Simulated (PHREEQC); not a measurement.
A solution holds 7.1 mmol/kgw Cu(NO3)2 and 0.35 mmol/kgw FeCl3, at 25 °C. It is in equilibrium with CO2 at log p = -1 (atm). Otherwise closed; pH follows from the charge balance.

Equilibrium calculation in PHREEQC: ion-association model, wateq4f.dat.

No solid was allowed to form.

### Question
Order these Fe species by the share of Fe that they hold, largest first: Fe3(OH)4+5, FeOH+2, Fe2(OH)2+4, Fe(OH)2+, Fe+3.

### Answer
FeOH+2 (59 %), Fe(OH)2+ (32 %), Fe+3 (6.3 %), Fe2(OH)2+4 (2.2 %), Fe3(OH)4+5 (0.25 %)

The pH is 3.40 and the ionic strength 0.0226 mol/kgw. The solution is supersaturated, for example in Fe(OH)3(a), Hematite (slow to form), so a real one may precipitate; this is no full list.
